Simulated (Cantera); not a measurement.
Charge: 1 mol B₂H₆, 0.05 mol H₂O, held at 1300 °C and 0.190 bar.

Method: chemical equilibrium by Gibbs-energy minimisation in Cantera with the NASA 1993 tables (ideal gas, pure condensed phases). Candidate condensed phases: B, B₂O₃, B₃O₃H₃, H₂O; 23 gas species. The feed counts by its element totals alone. The tables' values for BH₂ are old estimates; treat these amounts as uncertain. Equilibrium is a limit: real reactors are often held back by kinetics, nucleation or transport.

Base state: H₂ 0.987, HBO 0.0113, B₃O₃H₃ 0.000819, B₂O₂ 0.000805, HBO₂ 0.000218, B₂O₃ 0.000133, H 9.26e-5, BO 2.51e-5 (mole fractions); condensed: B(s).

Question: What changes in the equilibrium state with this change: 0.97 mol Cl₂ added?

Answer: 
| species | before | after |
|---|---|---|
| H₂ | 0.987 | 0.620 |
| HCl | 0 | 0.309 |
| BCl₃ | 0 | 0.0586 |
| HBO | 0.0113 | 0.00517 |
| BOCl | 0 | 0.00322 |
| BCl₂ | 0 | 0.00125 |
| B(s), mol | 1.95 | 1.71 |
The tables' values for BOCl, BCl₂, BCl, BH₂ are old estimates; treat these amounts as uncertain. Gases not in the tables: BHCl₂.
